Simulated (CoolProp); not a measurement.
A simple Rankine cycle with dimethyl carbonate: condensing at 303.15 K, boiler at 1.39 MPa, turbine inlet 490 K, turbine efficiency 0.75, pump efficiency 0.7, no recuperator. Each further row changes one setting.

Model: reference Helmholtz-energy equation of state, Zhou 2011, in CoolProp.

| case | thermal efficiency (%) | net work (kJ/kg) | heat in (kJ/kg) | turbine exit temperature (K) | volume ratio over the turbine |
|---|---|---|---|---|---|
| as stated | 20.7 | 136 | 656 | 383.5 | 140 |
| turbine inlet 510 K | 20.7 | 143 | 692 | 403.6 | 138 |
| condensing temperature 295.15 K | 21.7 | 146 | ___ | 376.4 | 207 |
| boiler pressure 0.973 MPa | ___ | 131 | 665 | 393.8 | 94.2 |
| turbine efficiency 0.65 | ___ | 117 | 656 | 396.4 | 145 |

Problem. Fill in the missing entries.

Solution. 
- condensing temperature 295.15 K, heat in (kJ/kg): 671
- boiler pressure 0.973 MPa, thermal efficiency (%): 19.6
- turbine efficiency 0.65, thermal efficiency (%): 17.9
